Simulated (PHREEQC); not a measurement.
Dissolve 4.25 mmol/kgw KHF2, 0.45 mmol/kgw NaF and 38 mmol/kgw LiCl at 25 °C. Closed to the air; pH follows from the charge balance.

All values are PHREEQC results (ion-association model, phreeqc.dat), not measurements.

No solid was allowed to form.

Q: Estimate the pH, specific conductance.

A: pH 3.26; specific conductance 4570 µS/cm.

Q: In which forms is F present?

A: F- 59 %, HF 40 %, HF2- 1.6 % of the F.
